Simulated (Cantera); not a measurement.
A closed system holds: 1 mol SiH2Cl2, 3.4 mol HCl, 400 mol H2, 0.33 mol C3H8, equilibrated at 2448 K and 0.640 bar.

Cantera equilibrium calculation (NASA polynomials, part measured and part estimated; ideal gas, pure solids and liquids). Candidate condensed phases: C, C6H6, C7H8, C8H18, Si, SiC; 109 gas species. The tables' values for SiCl are old estimates; treat these amounts as uncertain. Gases not in the tables: Si2H6 and higher silanes. Kinetics and transport are ignored.

Base state: H2 0.959, H 0.0244, HCl 0.0126, Si 0.00146, C2H2 (acetylene) 0.00108, SiH 0.000328, SiH2 0.000237, Cl 0.000228 (mole fractions); condensed: gas only.

### Question
What changes in the equilibrium state with this change: C3H8 from 0.33 to 0.005 mol?

### Answer
| species | before | after |
|---|---|---|
| H2 | 0.959 | 0.960 |
| H | 0.0244 | 0.0244 |
| HCl | 0.0126 | 0.0127 |
| C2H2 (acetylene) | 0.00108 | 1.00e-5 |
| Si | 0.00146 | 0.00160 |
| SiC2 | 4.24e-5 | 4.29e-7 |
| CH3 | 1.61e-5 | 1.55e-6 |
